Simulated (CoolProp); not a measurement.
Diethyl ether along the isobar 16.7 bar: Z from the reference equation and from simpler models built on Tc = 467.9 K, pc = 37.17 bar, ω = 0.282; each cubic takes its own stable root.

Values from CoolProp's reference Helmholtz-energy equation of state, Thol 2014.

```tsv
T (K)	phase	reference
433.2	gas	0.7426
440.8	gas	0.7647
448.5	gas	0.7839
456.1	gas	0.8004
463.8	gas	0.8151
471.5	gas	0.8281
479.1	gas	0.8397
486.8	gas	0.8503
494.4	gas	0.8598
502.1	gas	0.8686
509.7	gas	0.8766
517.4	gas	0.8840
525	gas	0.8907
532.7	gas	0.8971
540.3	gas	0.9029
548	gas	0.9084
```

Problem. How far does each simpler model (Pitzer virial, van der Waals, Redlich-Kwong, Soave-Redlich-Kwong, Peng-Robinson) lie from the reference over these 16 states: mean and median of the absolute difference, and the worst?

Solution. 
- Pitzer virial: mean 2.2 %, median 1.5 %, worst +7.1 % at 433.2 K and 16.7 bar
- van der Waals: mean 2.5 %, median 1.4 %, worst +8.7 % at 433.2 K and 16.7 bar
- Redlich-Kwong: mean 1.1 %, median 0.8 %, worst +3.9 % at 433.2 K and 16.7 bar
- Soave-Redlich-Kwong: mean 0.7 %, median 0.4 %, worst +2.3 % at 433.2 K and 16.7 bar
- Peng-Robinson: mean 1.2 %, median 1.3 %, worst -1.4 % at 494.4 K and 16.7 bar
